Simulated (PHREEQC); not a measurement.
A made-up water analysis in mg/kgw, 35 °C, pH 7.46:

```tsv
constituent	mg/kgw
Na	2250
K	540
Ca	271
Mg	75
Cl	3930
S(6) as SO4	927
Alkalinity as HCO3	2.78
Br	18.7
```

Valence states are taken as typed.

Equilibrium calculation in PHREEQC: Pitzer model, pitzer.dat.

Each row changes one thing in this solution. Precipitation was switched off in this run.

```csv
case,HCO3- (mol/kgw),CO2 (mol/kgw),CO3-2 (mol/kgw),MgOH+ (mol/kgw),MgCO3 (mol/kgw),HSO4- (mol/kgw),SI of Gypsum (CaSO4:2H2O)
as made,4.41e-5,2.42e-6,2.18e-7,1.15e-7,5.28e-8,1.33e-8,-0.75
Na from 2250 to 1120 mg/kgw,4.41e-5,2.42e-6,2.06e-7,1.25e-7,5.80e-8,1.39e-8,-0.68
pH from 7.46 to 6.46 at the same alkalinity,…,2.53e-5,2.27e-8,1.15e-8,5.51e-9,1.33e-7,-0.75
all concentrations times 4 at the same typed pH,…,7.39e-6,1.68e-6,3.14e-7,4.91e-7,2.63e-8,…
```

**Question.** What belongs in the gaps?

**Answer.** 
- pH from 7.46 to 6.46 at the same alkalinity, HCO3- (mol/kgw): 4.60e-5
- all concentrations times 4 at the same typed pH, HCO3- (mol/kgw): 0.000176
- all concentrations times 4 at the same typed pH, SI of Gypsum (CaSO4:2H2O): -0.08

Species that the database lacks are ignored.
